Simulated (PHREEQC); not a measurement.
Make-up at 20 °C: 0.0024 mol/kgw Li2CO3 and 0.0012 mol/kgw NH4F. Closed to the air; pH follows from the charge balance.

Computed with PHREEQC (ion-association model, phreeqc.dat).

Question: The ionic strength comes out as 0.00616 mol/kgw. What activity coefficients do HCO3-, NH4+, Li+, CO3-2, OH- get?

Answer: HCO3- 0.92, NH4+ 0.92, Li+ 0.92, CO3-2 0.73, OH- 0.92.

Precipitation was switched off in this run. Species that the database lacks are ignored.
